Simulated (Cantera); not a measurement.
What does this Cantera script print?

```python
import numpy as np
import cantera as ct

gas_names = """
    B BF BF2 BF3 BH BHF2 BH2 BH3 BO BOF BOF2 BO2 B2 B2O B2O2 B2O3 B3O3F3 B3O3H3 F FO FO2 F2 F2O H HBO
    HBO2 HF HOF HO2 H2 H2F2 H2O H2O2 H3B3O6 H3F3 H4F4 H5F5 H6F6 H7F7 O OH O2 O3
""".split()
cond_names = """
    B(b) B(L) B2O3(L) B3O3H3(cr) H2O(s) H2O(L)
""".split()


# ... load() reads the species with a 1 bar reference pressure and builds the phases ...
atoms = {
    'B2O3': {'B': 2, 'O': 3},
    'H2O': {'H': 2, 'O': 1},
    'HF': {'H': 1, 'F': 1},
}
top_T = {}  # K; cautious upper limits of use, not melting points


# ... equilibrate(T, P, feed) seeds the gas with the atoms and calls Mixture.equilibrate('TP', solver="vcs", rtol=1e-11, max_steps=5000) ...
results = []
feed = {'B2O3': 1, 'H2O': 0.16, 'HF': 0.00012}  # mol
P = 2400  # Pa
for T in [1650, 1700, 1750, 1800, 1850, 1900, 1950, 2000]:
    mix = equilibrate(T, P, feed)
    results.append((T, P, feed, dict(zip(mix.species_names, mix.species_moles))))

top = {s: max(r[3][s] / sum(r[3][g] for g in gas_names) for r in results) for s in gas_names}
cols = sorted((s for s in top if top[s] > 1e-06), key=lambda s: -top[s])[:7]
seen = [c for c in cond_names if any(r[3].get(c, 0) > 1e-12 for r in results)]
print("log10 of partial pressures in bar; condensed amounts in mol")
print(f"{'T/K':>10s}" + "".join(f"{s[:9]:>10s}" for s in cols + seen))
for T, P, feed, n in results:
    ng = sum(n[g] for g in gas_names)
    print(f"{T:10.4g}" + "".join(f"{np.log10(max(n[s] / ng * P / 1e5, 1e-99)):10.3f}" for s in cols)
          + "".join(f"{n.get(c, 0):10.4g}" for c in seen))
```

It prints:

```
log10 of partial pressures in bar; condensed amounts in mol
       T/K      B2O3      HBO2       H2O       BO2        H2        BO        O2   B2O3(L)
      1650    -3.459    -2.021    -1.853    -5.125    -4.390    -7.972    -4.787    0.9564
      1700    -3.107    -1.920    -1.955    -4.807    -4.291    -7.429    -4.722    0.9365
      1750    -2.776    -1.848    -2.097    -4.519    -4.219    -6.906    -4.709    0.9073
      1800    -2.465    -1.814    -2.296    -4.267    -4.178    -6.393    -4.773    0.8609
      1850    -2.172    -1.838    -2.595    -4.066    -4.177    -5.872    -4.981    0.7724
      1900    -1.895    -1.986    -3.130    -3.961    -4.256    -5.293    -5.520    0.5181
      1950    -1.757    -2.215    -3.690    -3.930    -4.371    -4.801    -6.055         0
      2000    -1.757    -2.220    -3.664    -3.796    -4.264    -4.571    -5.879         0
```

Equilibrium computed with Cantera from the NASA thermochemical tables; the gas is ideal and each condensed phase is pure. Gases not in the tables: H3BO3.
